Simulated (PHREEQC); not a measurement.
# Brine: an equilibrium model

Solution (90 °C): 3.6 mol/kgw H2SO4 and 1.1 mol/kgw KCl. Closed to the air; pH follows from the charge balance.

The numbers come from PHREEQC with the Pitzer model, pitzer.dat.

This is a speciation only: nothing precipitates in the calculation.

Problem. What pH does the model give?

Solution. pH -1.31.

Problem. In which forms is S present?

Solution. HSO4- 98 %, SO4-2 2.4 % of the S.

In brines, pH and single-ion activities rest on the MacInnes convention. Constants without temperature data keep their 25 °C values here.
